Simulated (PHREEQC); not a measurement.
1.3 g of hydrous ferric oxide (600 m²/g; 0.2 weak and 0.005 strong sites per Fe, Dzombak-Morel constants, diffuse double layer) in 1 kg of water with 0.05 mol/kgw of an inert sodium salt, at 25 °C; the pH is set by adding NaOH or the inert anion's acid. Oxygen alone is held at its pressure in air (log pO2 = -0.68). The system is closed to CO2. Precipitation was switched off in this run.

Base run: PHREEQC, ion-association model, wateq4f.dat. Each further column changes one thing. The table gives surface charge σ (C/m²).

```tsv
pH	base	background salt from 0.05 to 0.005 mol/kgw	oxide from 1.3 to 6.5 g/kgw	0.0006 mol/kgw NaH2PO4 added
4	0.295	0.189	0.299	0.205
5	0.181	…	0.184	0.123
5.5	0.130	…	0.132	0.085
6.5	0.058	…	0.058	0.031
7	0.034	0.013	0.034	0.014
8	0.003	0.001	0.003	-0.013
9	-0.026	-0.009	-0.026	-0.043
9.5	-0.046	-0.018	-0.047	-0.059
10.5	-0.111	-0.051	-0.112	-0.114
11	-0.159	-0.082	-0.161	-0.161
12	-0.282	-0.217	-0.285	…
```

What belongs in the gaps?


- 5, background salt from 0.05 to 0.005 mol/kgw: 0.092
- 5.5, background salt from 0.05 to 0.005 mol/kgw: 0.061
- 6.5, background salt from 0.05 to 0.005 mol/kgw: 0.023
- 12, 0.0006 mol/kgw NaH2PO4 added: -0.284

 H3PO4, which wateq4f.dat lacks, is added to it with the constant of phreeqc.dat.
